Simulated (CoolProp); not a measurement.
Aqueous calcium chloride as a coolant, at 30 °C, 1 atm.

Model: Melinder's fits for secondary coolants, in CoolProp.

| mass % | freezing point (°C) | conductivity (W/(m K)) | cp (kJ/(kg K)) | viscosity (mPa s) | density (kg/m³) |
|---|---|---|---|---|---|
| 4.8 | -2.3 | 0.610 | 3.911 | 0.913 | 1036 |
| 7.2 | -3.7 | 0.606 | 3.781 | 0.968 | 1057 |
| 9.7 | [?] | 0.603 | 3.646 | [?] | 1081 |
| 12.1 | -7.8 | 0.600 | 3.517 | 1.12 | 1103 |
| 14.5 | -10.5 | 0.597 | 3.392 | [?] | 1126 |
| 17 | [?] | 0.594 | 3.268 | 1.35 | 1149 |
| 19.4 | -17.3 | 0.590 | [?] | 1.50 | 1171 |
| 21.9 | -21.8 | 0.587 | 3.057 | 1.71 | 1194 |
| 24.3 | -27.2 | 0.583 | 2.971 | 1.96 | 1217 |
| 26.7 | -34.2 | 0.579 | 2.895 | 2.27 | 1241 |
| 29.2 | -44.1 | 0.576 | 2.822 | 2.67 | 1267 |

**Question.** Some entries are withheld; supply them.

**Answer.** 
- 9.7, freezing point (°C): -5.6
- 9.7, viscosity (mPa s): 1.04
- 14.5, viscosity (mPa s): 1.21
- 17, freezing point (°C): -13.7
- 19.4, cp (kJ/(kg K)): 3.159
